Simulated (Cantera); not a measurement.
Mixture: CH4 : O2 : N2 = 1 : 1.82 : 10 (molar parts), at 4.30 bar, adiabatic and at constant volume. Ignition delay is the time to a rise of 400 K.

Computed with Cantera and GRI-Mech 3.0 (53 species, 325 reactions).

Predict: delay at 1048 K; delay at 1098 K; delay at 1148 K; delay at 1198 K; delay at 1248 K; delay at 1298 K; delay at 1348 K; apparent activation energy between 1248 and 1348 K.


```json
{
  "delay at 1048 K": "0.142 s",
  "delay at 1098 K": "67.7 ms",
  "delay at 1148 K": "33.6 ms",
  "delay at 1198 K": "17.2 ms",
  "delay at 1248 K": "9.08 ms",
  "delay at 1298 K": "4.93 ms",
  "delay at 1348 K": "2.74 ms",
  "apparent activation energy between 1248 and 1348 K": "170 kJ/mol"
}
```
